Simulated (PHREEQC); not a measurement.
PHREEQC input (ion-association model, wateq4f.dat):

```
SOLUTION_MASTER_SPECIES
  An  An-  0  An  62.0  # stands for a non-complexing anion
SOLUTION_SPECIES
  An- = An-
    -log_k 0
    -gamma 3.0 0
PHASES
  Fix_H+
    H+ = H+
    -log_k 0
SOLUTION 1
  temp 25
  units mmol/kgw
  pH 7 charge
  As(3) 0.00029
  Na 5.00029
  Cl 0.0005
  Zn 0.00025
  An 5
END
SELECTED_OUTPUT 1
  -reset false
  -pH true
  -pe true
  -ionic_strength true
  -water true
  -totals As Cl Na Zn As(3) As(5)
  -molalities Hfo_wOH Hfo_wOH2+ Hfo_wO- Hfo_sOH Hfo_sOH2+ Hfo_sO- Hfo_sOZn+ Hfo_wOZn+ Hfo_wH2AsO3
  -saturation_indices Zn(OH)2-e Zn5(OH)8Cl2 Arsenolite Halite
PRINT
  -reset false
USE solution 1
SURFACE 1
  Hfo_wOH 5.39326e-05 600 0.024
  Hfo_sOH 1.34831e-06
  -no_edl
EQUILIBRIUM_PHASES 1
  Fix_H+ -4 HAn 10
    -force_equality true
END
# ... the last block is repeated for the other 12 points of pH, with NaOH or the acid as the point needs
```

Selected output (columns that matter, 13 of 13 rows; pH added in front):

```
pH	mu	As	Na	Zn	m_Hfo_wOH	m_Hfo_wOH2+	m_Hfo_wO-	m_Hfo_sOH	m_Hfo_sOH2+	m_Hfo_sO-	si_Zn(OH)2-e	si_Zn5(OH)8Cl2	si_Arsenolite	si_Halite
4	0.0051359	2.8795e-07	0.0050003	2.4999e-07	2.7645e-08	5.3903e-05	3.248e-13	6.9114e-10	1.3476e-06	8.1201e-15	-10.23	-52.821	-11.7	-10.251
4.67	0.0050515	2.8068e-07	0.0050003	2.4971e-07	1.2904e-07	5.3794e-05	7.0915e-12	3.226e-09	1.3448e-06	1.7728e-13	-8.8899	-47.458	-11.722	-10.25
5.33	0.0050334	2.5208e-07	0.0050003	2.4422e-07	5.8453e-07	5.331e-05	1.4683e-10	1.4563e-08	1.3282e-06	3.6582e-12	-7.5794	-42.226	-11.816	-10.25
6	0.0050281	1.7312e-07	0.0050003	1.6982e-07	2.625e-06	5.1184e-05	3.0842e-09	6.2027e-08	1.2094e-06	7.2875e-11	-6.3975	-37.656	-12.143	-10.25
6.67	0.0050228	7.9186e-08	0.0050003	2.829e-08	1.0381e-05	4.3274e-05	5.7046e-08	2.1975e-07	9.1609e-07	1.2076e-09	-5.8373	-36.195	-12.825	-10.25
7.33	0.005013	3.6178e-08	0.0050003	2.687e-09	2.7704e-05	2.5267e-05	6.959e-07	5.745e-07	5.2395e-07	1.4431e-08	-5.5476	-36.066	-13.516	-10.25
8	0.005002	2.6911e-08	0.0050003	4.5451e-10	4.0883e-05	7.9715e-06	4.8033e-06	8.4632e-07	1.6502e-07	9.9434e-08	-5.042	-34.878	-13.823	-10.25
8.67	0.0050142	3.9179e-08	0.0050228	3.4609e-10	3.3729e-05	1.406e-06	1.8535e-05	6.98e-07	2.9098e-08	3.8358e-07	-4.2881	-32.449	-13.698	-10.248
9.33	0.0050431	1.1543e-07	0.0050624	2.2063e-09	1.5264e-05	1.3921e-07	3.8342e-05	3.1595e-07	2.8815e-09	7.9362e-07	-3.2871	-28.764	-13.336	-10.245
10	0.0051341	2.4817e-07	0.0051594	3.132e-08	4.2256e-06	8.2393e-09	4.9647e-05	8.9401e-08	1.7432e-10	1.0504e-06	-2.1227	-24.283	-13.704	-10.237
10.67	0.0055353	2.6265e-07	0.0055624	1.8616e-07	9.6333e-07	4.0158e-10	5.2939e-05	2.3003e-08	9.5894e-12	1.2641e-06	-1.3955	-21.989	-14.914	-10.207
11.33	0.0073739	2.3733e-07	0.0074014	2.4718e-07	2.1365e-07	1.9485e-11	5.3666e-05	5.3357e-09	4.8662e-13	1.3403e-06	-1.4553	-23.618	-16.313	-10.092
12	0.016437	1.9011e-07	0.016464	2.4996e-07	4.578e-08	8.9264e-13	5.3787e-05	1.1466e-09	2.2357e-14	1.3471e-06	-1.9362	-27.396	-17.877	-9.778
```

Species that the database lacks are ignored.
